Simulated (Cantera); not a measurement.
A closed system holds: 1 mol borazine, 0.18 mol H₂O, equilibrated at 2325 K and 1.00 Torr.

These are equilibrium values from Cantera (NASA tables, ideal gas, pure condensed phases), not measurements of a reactor. The feed counts by its element totals alone. The tables' values for BH₂ are old estimates; treat these amounts as uncertain. Kinetics and transport are ignored.

```csv
species,before,after
H₂,0.474,0.563
N₂,0.274,0.294
H,0.207,0.105
B,0.0104,0.00223
HBO,0.00549,0.0111
BO,0.0264,0.0227
B₂O₂,0.000114,0.000391
BN,0.000104,5.01e-5
BH,0.000213,0.000108
BH₂,0.00110,0.00130
B₂O,0.000781,0.000671
"B(s), mol",2.75,2.80
```
Gas species are given as mole fractions.

Which change was made?
A) H₂O from 0.18 to 1.5 mol
B) pressure from 1.00 Torr to 4.65 Torr
C) temperature from 2325 K to 1823 K
D) H₂O from 0.18 to 3.9 mol

B, pressure from 1.00 Torr to 4.65 Torr
